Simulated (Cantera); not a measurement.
A closed system holds: 1 mol SiO2, 630 mol H2, 0.14 mol H2O, at 11.3 Torr.

Equilibrium computed with Cantera from the NASA thermochemical tables; the gas is ideal and each condensed phase is pure. Candidate condensed phases: H2O, Si, SiO2; 18 gas species. The tables hold silica as quartz up to 1696 K and as liquid above; real silica turns to tridymite and cristobalite and melts near 1996 K. Rates play no part.

Problem. Which condensed phases are stable at each of these points (T (K)): 650, 750, 850, 950, 1050, 1150, 1250, 1350?

Solution. 
```
T (K)  condensed phases  Si condensed (%)
-----  ----------------  ----------------
650      SiO2(α-quartz)             100.0
750      SiO2(α-quartz)             100.0
850      SiO2(β-quartz)             100.0
950      SiO2(β-quartz)             100.0
1050     SiO2(β-quartz)             100.0
1150     SiO2(β-quartz)             100.0
1250     SiO2(β-quartz)             100.0
1350     SiO2(β-quartz)              99.7
```

From 650 K to 750 K the condensed part is SiO2(α-quartz). From 850 K to 1350 K the condensed part is SiO2(β-quartz).
